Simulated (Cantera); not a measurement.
Input: 1 mol Mg(OH)2, 0.053 mol C, 2.1 mol CO2, equilibrated at 1050 °C and 100000 Pa.

Equilibrium computed with Cantera from the NASA thermochemical tables; the gas is ideal and each condensed phase is pure. Candidate condensed phases: C, C6H6, C7H8, C8H18, H2O, Mg, MgCO3, MgO, Mg(OH)2; 116 gas species. The numbers say what is thermodynamically allowed, not how fast it happens.

Base state: CO2 0.656, H2O 0.310, CO 0.0268, H2 0.00683 (mole fractions); condensed: MgO(s).

Task: What changes in the equilibrium state with this change: temperature from 1050 °C to 1825 °C?

Result: 
| species | before | after |
|---|---|---|
| CO2 | 0.656 | 0.644 |
| H2O | 0.310 | 0.311 |
| CO | 0.0268 | 0.0362 |
| H2 | 0.00683 | 0.00354 |
| Mg(OH)2 | 3.14e-9 | 2.59e-5 |
| O2 | <1e-9 | 0.00264 |
| O | <1e-9 | 7.06e-5 |
| OH | 8.64e-8 | 0.00191 |
| H | 1.31e-7 | 0.000183 |
| MgO(s), mol | 1.00 | 1.000 |

Task: What changes in the equilibrium state with this change: temperature from 1050 °C to 650 °C?

Result: 
```
species       before   after
-----------  -------  ------
CO2            0.656   0.665
H2O            0.310   0.301
CO            0.0268  0.0175
H2           0.00683  0.0161
MgO(s), mol     1.00    1.00
```

Task: What changes in the equilibrium state with this change: temperature from 1050 °C to 702 °C?

Result: 
```csv
species,before,after
CO2,0.656,0.663
H2O,0.310,0.303
CO,0.0268,0.0194
H2,0.00683,0.0142
"MgO(s), mol",1.00,1.00
```
